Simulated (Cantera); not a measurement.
Charge: 1 mol Pb, 9.1 mol CO, 23 mol H2, at 873 K and 1.00 bar.

Method: chemical equilibrium by Gibbs-energy minimisation in Cantera with the NASA 1993 tables (ideal gas, pure condensed phases). Kinetics and transport are ignored.

```
species           before   after
----------------  ------  ------
CO2               0.0676   0.478
CO                0.0772   0.205
H2                 0.544   0.163
CH4                0.133  0.0119
H2O                0.179   0.142
C(graphite), mol    2.64    4.25
Pb(l), mol         1.000   1.000
```
Gas species are given as mole fractions.

What was changed between the two runs?
(A) CO from 9.1 to 0.11 mol
(B) H2 from 23 to 6.6 mol
(C) H2 from 23 to 2.3 mol
(D) pressure from 1.00 bar to 2.70 mbar

C, H2 from 23 to 2.3 mol
